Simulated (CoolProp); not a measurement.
n-perfluorohexane along the isobar 6.2 bar: fugacity coefficient from the reference equation and from simpler models built on Tc = 174.9 °C, pc = 17.42 bar, ω = 0.497; each cubic takes its own stable root.

Values from CoolProp's reference Helmholtz-energy equation of state, Gao 2022.

```tsv
T (°C)	phase	reference	van der Waals	Redlich-Kwong	Soave-Redlich-Kwong	Peng-Robinson
-80.75	liquid	(withheld)	0.02854	0.0006367	1.728e-5	2.179e-5
-62.95	liquid	(withheld)	0.05416	0.002703	0.0001315	0.0001554
-45.05	liquid	0.0006622	0.09298	0.008678	0.0006965	0.0007828
-27.25	liquid	0.002672	0.1467	0.02233	0.002742	0.002967
-9.35	liquid	0.008563	0.2175	0.04892	0.008669	0.009113
8.45	liquid	0.02259	0.3052	0.09380	0.02274	0.02339
26.25	liquid	0.05122	0.4099	0.1623	0.05156	0.05214
44.15	liquid	0.1030	(withheld)	0.2591	0.1040	0.1039
61.95	liquid	0.1864	0.6669	0.3852	0.1890	0.1871
79.85	liquid	0.3105	0.8133	0.5418	0.3162	0.3110
97.65	liquid	0.4796	0.8342	0.7243	0.4902	0.4802
115.55	liquid	0.6975	0.8519	0.8212	0.7138	0.6977
133.35	gas	0.8256	0.8670	0.8427	0.8297	0.8177
151.25	gas	0.8508	0.8802	0.8610	0.8544	0.8425
```

Question: Some entries are withheld; supply them.

Answer: 
- -80.75, reference: 1.471e-5
- -62.95, reference: 0.0001199
- 44.15, van der Waals: 0.5314

At some of these states van der Waals, Redlich-Kwong gives the other phase, because its saturation line lies elsewhere.
